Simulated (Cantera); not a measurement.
Input (Python, Cantera) and output of one run.

```python
import numpy as np
import cantera as ct

gas_names = """
    CL CL2 N N2 Si SiCL SiCL2 SiCL3 SiCL4 SiN Si2 Si2N Si3
""".split()
cond_names = """
    Si(cr) Si(L) Si3N4(a)
""".split()


# ... load() reads the species with a 1 bar reference pressure and builds the phases ...
atoms = {
    'Si2Cl6': {'Si': 2, 'CL': 6},
    'Cl2': {'CL': 2},
    'N2': {'N': 2},
}
top_T = {'Si3N4(a)': 2400}  # K; cautious upper limits of use, not melting points


# ... equilibrate(T, P, feed) seeds the gas with the atoms and calls Mixture.equilibrate('TP', solver="vcs", rtol=1e-11, max_steps=5000) ...
results = []
feed = {'Si2Cl6': 1, 'Cl2': 0.011, 'N2': 97}  # mol
T = 1373  # K
for P in [100, 350, 1300, 4500, 16000, 56000, 200000]:
    mix = equilibrate(T, P, feed)
    results.append((T, P, feed, dict(zip(mix.species_names, mix.species_moles))))

top = {s: max(r[3][s] / sum(r[3][g] for g in gas_names) for r in results) for s in gas_names}
cols = sorted((s for s in top if top[s] > 0.0001), key=lambda s: -top[s])[:5]
seen = [c for c in cond_names if any(r[3].get(c, 0) > 1e-12 for r in results)]
print("log10 of partial pressures in bar; condensed amounts in mol")
print(f"{'P/Pa':>10s}" + "".join(f"{s[:9]:>10s}" for s in cols + seen))
for T, P, feed, n in results:
    ng = sum(n[g] for g in gas_names)
    print(f"{P:10.4g}" + "".join(f"{np.log10(max(n[s] / ng * P / 1e5, 1e-99)):10.3f}" for s in cols)
          + "".join(f"{n.get(c, 0):10.4g}" for c in seen))
```

Result:

```
log10 of partial pressures in bar; condensed amounts in mol
      P/Pa        N2     SiCL4     SiCL2     SiCL3        CL  Si3N4(a)
       100    -3.009    -5.086    -5.087    -5.419    -6.677         0
       350    -2.465    -4.538    -4.547    -4.875    -6.673         0
      1300    -1.895    -3.926    -4.058    -4.324    -6.612   0.02395
      4500    -1.354    -3.270    -3.910    -3.923    -6.358   0.09823
   1.6e+04    -0.803    -2.665    -3.791    -3.561    -6.114    0.1342
   5.6e+04    -0.259    -2.095    -3.688    -3.224    -5.881    0.1501
     2e+05     0.294    -1.529    -3.589    -2.892    -5.648    0.1575
```

Cantera equilibrium calculation (NASA polynomials, part measured and part estimated; ideal gas, pure solids and liquids). The feed counts by its element totals alone. N2 is the only nitrogen source here; it is nearly inert below about 1500 K, so the nitride shown seldom forms there in practice. The tables' values for SiCl3 are old estimates; treat these amounts as uncertain.
